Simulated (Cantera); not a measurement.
Source: NASA polynomial tables (part measured, part estimated), evaluated in Cantera. Values are per mole of reaction as written; species without (g) are pure solids or liquids, kept so even where they would boil at 1 bar.

Task: Between 300 and 1125 K, where is each reaction favourable under standard conditions?
- 4 Cr + N2(g) ⇌ 2 Cr2N
- 3 H2(g) + N2(g) ⇌ 2 NH3(g)

Result: 
- 4 Cr + N2(g) ⇌ 2 Cr2N: ΔG° is -204 kJ at 300 K and -86 kJ at 1125 K; it stays negative (K > 1). ΔH° is -236 kJ and ΔS° -133 J/K at 1125 K.
- 3 H2(g) + N2(g) ⇌ 2 NH3(g): ΔG° is -32 kJ at 300 K and 153 kJ at 1125 K; it changes sign between 300 and 975 K. ΔH° is -111 kJ and ΔS° -235 J/K at 1125 K.
